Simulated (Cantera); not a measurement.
What does this Cantera script print?

```python
import numpy as np
import cantera as ct

gas = ct.Solution("gri30.yaml")
gas.TPX = 1300, 2666, {'H2': 0.0075, 'O2': 1, 'N2': 1.6}
reactor = ct.IdealGasConstPressureReactor(gas, energy="off", clone=False)
net = ct.ReactorNet([reactor])
net.rtol, net.atol = 1e-08, 1e-18
show = ['H2', 'O2', 'H2O', 'HO2', 'H', 'NO']
times = np.geomspace(1e-06, 200, 11)

steps = ct.SolutionArray(gas, extra=["t"])
rows = []
print(f"{'t/s':>10s}{'T/K':>9s}{'P/Pa':>11s}" + "".join(f"{s:>11s}" for s in show))
for t in times:
    while net.time < t:
        t_next = net.step()
        steps.append(gas.state, t=t_next)
    rows.append([np.interp(t, steps.t, y) for y in (steps.T, steps.P, *steps(*show).X.T)])
    print(f"{t:10.3e}{rows[-1][0]:9.1f}{rows[-1][1]:11.4g}" + "".join(f"{x:11.3e}" for x in rows[-1][2:]))
rate = np.gradient(steps.T, steps.t)
print("integrator steps:", len(steps.t))
if steps.T.max() > steps.T[0] + 200:
    print(f"time of steepest temperature rise: {steps.t[rate.argmax()]:.4e} s")
gas.TPX = 1300, 2666, {'H2': 0.0075, 'O2': 1, 'N2': 1.6}
gas.equilibrate("TP")
print(f"equilibrium (TP): T = {gas.T:.1f} K  " + "  ".join(f"{s} {gas[s].X[0]:.3e}" for s in show))
```

Output:

```
       t/s      T/K       P/Pa         H2         O2        H2O        HO2          H         NO
 1.000e-06   1300.0       2666  2.876e-03  3.835e-01  1.145e-16  1.160e-11  1.143e-11  1.894e-25
 6.762e-06   1300.0       2666  2.876e-03  3.835e-01  3.276e-14  7.843e-11  7.147e-11  6.023e-23
 4.573e-05   1300.0       2666  2.876e-03  3.835e-01  7.821e-12  5.308e-10  3.066e-10  1.986e-20
 3.092e-04   1300.0       2666  2.876e-03  3.835e-01  9.437e-10  3.593e-09  7.047e-10  3.120e-18
 2.091e-03   1300.0       2666  2.876e-03  3.835e-01  1.498e-07  2.464e-08  1.253e-08  6.021e-16
 1.414e-02   1300.0       2666  3.067e-05  3.808e-01  2.620e-03  4.333e-07  8.744e-05  9.484e-10
 9.564e-02   1300.0       2666  6.476e-06  3.813e-01  2.720e-03  3.168e-07  4.539e-05  1.552e-08
 6.467e-01   1300.0       2666  1.607e-06  3.823e-01  2.811e-03  1.454e-07  5.474e-06  6.225e-08
 4.373e+00   1300.0       2666  9.455e-08  3.826e-01  2.865e-03  2.056e-08  7.800e-08  9.641e-08
 2.958e+01   1300.0       2666  5.710e-09  3.826e-01  2.877e-03  3.947e-09  1.172e-09  1.058e-07
 2.000e+02   1300.0       2666  2.490e-09  3.826e-01  2.878e-03  4.026e-09  3.405e-10  1.083e-07
integrator steps: 1662
equilibrium (TP): T = 1300.0 K  H2 2.490e-09  O2 3.824e-01  H2O 2.878e-03  HO2 4.024e-09  H 3.404e-10  NO 4.741e-04
```

Detailed kinetics in Cantera: GRI-Mech 3.0 (53 species, 325 reactions). Radical loss at walls, strong at low pressure, is not modelled.
